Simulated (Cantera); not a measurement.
Mixture: H2 : O2 : N2 = 1 : 0.263 : 0.989 (molar parts), at 24.0 bar, adiabatic and at constant volume. Ignition delay is the time to a rise of 400 K.

Computed with Cantera and the H2/O2 subset of GRI-Mech 3.0, which has no nitrogen chemistry. The hydrogen kinetics of GRI-Mech 3.0 are dated; newer H2 mechanisms differ, most at raised pressure. The pressure lies above the range GRI-Mech 3.0 was tuned for (to about 10 atm). Below about 950 K walls govern HO2 and H2O2 in real vessels.

### Question
What does this change do: pressure from 24.0 bar to 15.0 bar?

### Answer
| quantity | before | after |
|---|---|---|
| delay at 923 K | 23.7 ms | 31.7 ms |
| delay at 1123 K | 0.342 ms | 0.397 ms |
| delay at 1323 K | 9.62 µs | 5.16 µs |
| delay at 1523 K | 0.729 µs | 0.981 µs |
| apparent activation energy between 1423 and 1623 K | 130 kJ/mol | 89 kJ/mol |

### Question
What does this change do: N2 0.989 to 2.4 parts?

### Answer
| quantity | before | after |
|---|---|---|
| delay at 923 K | 23.7 ms | 35.2 ms |
| delay at 1123 K | 0.342 ms | 0.506 ms |
| delay at 1323 K | 9.62 µs | 12.8 µs |
| delay at 1523 K | 0.729 µs | 1.20 µs |
| apparent activation energy between 1423 and 1623 K | 130 kJ/mol | 110 kJ/mol |
